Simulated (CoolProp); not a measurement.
n-nonane along the isotherm 600 K: fugacity coefficient from the reference equation and from simpler models built on Tc = 594.5 K, pc = 2282 kPa, ω = 0.443; each cubic takes its own stable root.

Computed with CoolProp (reference Helmholtz-energy equation of state, Lemmon 2006). It is a short technical equation, of lower accuracy than the large ones.

```json
[
 {"p (kPa)": "428", "phase": "gas", "reference": "0.9371"},
 {"p (kPa)": "856", "phase": "gas", "reference": "0.8751"},
 {"p (kPa)": "1280", "phase": "gas", "reference": "0.8139"},
 {"p (kPa)": "1710", "phase": "gas", "reference": "0.7515"},
 {"p (kPa)": "2140", "phase": "gas", "reference": "0.6872"},
 {"p (kPa)": "2570", "phase": "supercritical", "reference": "0.6132"},
 {"p (kPa)": "3000", "phase": "supercritical", "reference": "0.5428"},
 {"p (kPa)": "3420", "phase": "supercritical", "reference": "0.4902"}
]
```

Q: How far does each simpler model (Redlich-Kwong, Soave-Redlich-Kwong) lie from the reference over these 8 states: mean and median of the absolute difference, and the worst?

A: 
- Redlich-Kwong: mean 1.7 %, median 1.4 %, worst +4.1 % at 600 K and 3420 kPa
- Soave-Redlich-Kwong: mean 2.2 %, median 1.7 %, worst +5.2 % at 600 K and 3420 kPa
